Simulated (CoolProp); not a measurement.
Saturated liquid density (kg/m³) of octamethyltrisiloxane (MDM): the reference equation beside estimates from Tc = 292.2 °C, pc = 1.438 MPa, ω = 0.528.

The numbers come from the reference Helmholtz-energy equation of state, Thol 2017 in CoolProp.

| T (°C) | reference | Redlich-Kwong | Soave-Redlich-Kwong |
|---|---|---|---|
| 169.25 | 653.5 | 540.7 | 593.2 |
| 181.15 | 637.2 | 523.9 | 576.2 |
| 193.05 | 620.1 | 506.1 | 557.9 |
| 205.05 | 601.7 | 487.1 | 537.7 |
| 216.95 | 582.2 | 466.8 | 515.7 |
| 228.85 | 560.9 | 444.8 | 491.4 |
| 240.75 | 537.4 | 420.7 | 464.1 |
| 252.65 | 510.6 | 393.9 | 433.0 |
| 264.65 | 478.2 | 362.7 | 396.0 |

Absolute difference from the reference over all 9 rows, mean and median: Redlich-Kwong 20.2 and 19.8 %, Soave-Redlich-Kwong 12.1 and 11.4 %.
